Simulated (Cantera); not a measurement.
A perfectly stirred reactor is fed with H2 : O2 : N2 = 1 : 0.746 : 2.81 (molar parts), at 1.60 bar; it is adiabatic with a 373 K inlet, and is followed from long to short residence time, starting on the burning branch (τ in s: 0.31, 0.14, 0.061, 0.027, 0.012, 0.0054, 0.0024, 0.0011, 0.00047, 0.00021, 9.4e-05).

Cantera simulation using the H2/O2 subset of GRI-Mech 3.0, which has no nitrogen chemistry; the numbers are that mechanism's predictions, not measurements.

Q: Predict: blow-out, bracketed by the residence times tried; x(H2) at τ = 0.310 s; x(O2) at τ = 0.310 s; x(O) at τ = 0.310 s; x(H) at τ = 0.310 s; x(OH) at τ = 0.310 s; x(H2) at τ = 5.40 ms; x(O2) at τ = 5.40 ms; x(O) at τ = 5.40 ms; x(H) at τ = 5.40 ms; x(OH) at τ = 5.40 ms.

A: 
```json
{
  "blow_out_bracketed_by_the_residence_times_tried": "burning at 94.0 µs, the shortest tried",
  "x(H2) at τ = 0.310 s": "0.000317",
  "x(O2) at τ = 0.310 s": "0.0601",
  "x(O) at τ = 0.310 s": "0.000176",
  "x(H) at τ = 0.310 s": "3.05e-5",
  "x(OH) at τ = 0.310 s": "0.00249",
  "x(H2) at τ = 5.40 ms": "0.00157",
  "x(O2) at τ = 5.40 ms": "0.0597",
  "x(O) at τ = 5.40 ms": "0.000784",
  "x(H) at τ = 5.40 ms": "0.000309",
  "x(OH) at τ = 5.40 ms": "0.00505"
}
```
